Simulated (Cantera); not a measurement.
**Ti + CH₄ (titanium nitride, carbide and oxide coatings)**

Input: 1 mol Ti, a varied amount of CH₄, at 1098 K and 0.320 bar.

Method: chemical equilibrium by Gibbs-energy minimisation in Cantera with the NASA 1993 tables (ideal gas, pure condensed phases). Candidate condensed phases: C, C₆H₆, C₇H₈, C₈H₁₈, Ti, TiC; 77 gas species. Mutual solubility and eutectic melting of coexisting phases are not modelled. TiC: taken at fixed stoichiometry. Condensed phases not in the tables: N, O or C dissolved in the metal. Rates play no part.

| n(CH₄) (mol) | log p H₂ | log p CH₄ | log p C₂H₄ | log p C₂H₆ | log p H | n Ti(α) | n TiC(s) | n C(graphite) |
|---|---|---|---|---|---|---|---|---|
| 0.38 | -0.49 | -10.60 | <-12 | <-12 | -7.85 | 0.620 | 0.380 | 0 |
| 0.44 | -0.49 | -10.60 | <-12 | <-12 | -7.85 | 0.560 | 0.440 | 0 |
| 0.51 | -0.49 | -10.60 | <-12 | <-12 | -7.85 | 0.490 | 0.510 | 0 |
| 0.6 | -0.49 | -10.60 | <-12 | <-12 | -7.85 | 0.400 | 0.600 | 0 |
| 0.7 | -0.49 | -10.60 | <-12 | <-12 | -7.85 | 0.300 | 0.700 | 0 |
| 0.82 | -0.49 | -10.60 | <-12 | <-12 | -7.85 | 0.180 | 0.820 | 0 |
| 0.96 | -0.49 | -10.60 | <-12 | <-12 | -7.85 | 0.0400 | 0.960 | 0 |
| 1.1 | -0.50 | -2.44 | -7.05 | -7.79 | -7.86 | 0 | 1.00 | 0.0751 |
| 1.3 | -0.50 | -2.44 | -7.05 | -7.79 | -7.86 | 0 | 1.00 | 0.271 |
| 1.5 | -0.50 | -2.44 | -7.05 | -7.79 | -7.86 | 0 | 1.00 | 0.466 |
log p: log10 of the partial pressure in bar; n: condensed amount in mol.

From 0.38 mol CH₄ to 0.96 mol CH₄ the condensed part is Ti(α) + TiC(s). From 1.1 mol CH₄ to 1.5 mol CH₄ the condensed part is C(graphite) + TiC(s).
